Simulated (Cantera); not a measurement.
# N2O furnace oxynitridation

An isothermal, constant-pressure homogeneous reactor starts with N₂O : H₂O = 2.2 : 0.082 (molar parts), at 1400 K and 101000 Pa.

Computed with Cantera and GRI-Mech 3.0 (53 species, 325 reactions). GRI-Mech 3.0 was tuned for natural gas; its chemistry of N2O as a main component is partial and can be far from experiment. The temperature is held fixed by assumption; the heat of reaction is taken as removed at once.

```
t (s)       x N₂O   x H₂O    x HO₂       x H   x H₂O₂      x NO      x N₂
--------  -------  ------  -------  --------  -------  --------  --------
3.00e-5     0.963  0.0359  2.57e-6   1.63e-8  6.53e-9   8.46e-5  0.000431
8.66e-5     0.962  0.0359  1.27e-5   4.18e-8  1.11e-7  0.000260   0.00130
0.000250    0.958  0.0358  1.66e-5   6.01e-8  2.08e-7  0.000738   0.00384
0.000721    0.946  0.0357  1.23e-5   6.47e-8  1.33e-7   0.00204    0.0111
0.00208     0.913  0.0353  8.12e-6   6.37e-8  8.50e-8   0.00563    0.0315
0.00600     0.827  0.0342  4.41e-6   6.17e-8  5.90e-8    0.0151    0.0845
0.0173      0.637  0.0319  1.94e-6   6.07e-8  4.66e-8    0.0358     0.203
0.0500      0.337  0.0283  7.59e-7   5.35e-8  3.48e-8    0.0658     0.390
0.144      0.0867  0.0253  2.90e-7   2.43e-8  1.78e-8    0.0844     0.550
0.416     0.00555  0.0243  9.01e-8   2.02e-9  3.31e-9    0.0858     0.604
1.20      7.65e-6  0.0242  5.57e-8  7.01e-10  1.45e-9    0.0856     0.608
3.47      2.00e-6  0.0242  5.57e-8  7.00e-10  1.45e-9    0.0856     0.608
10.0      1.99e-6  0.0242  5.57e-8  7.00e-10  1.45e-9    0.0853     0.608
```
x: mole fraction; the columns are a selection and need not sum to one.

Equilibrium at this temperature and pressure: N₂O 4.77e-8, H₂O 0.0242, HO₂ 6.19e-8, H 6.74e-10, H₂O₂ 1.55e-9, NO 0.000823, N₂ 0.650 (gas phase only).
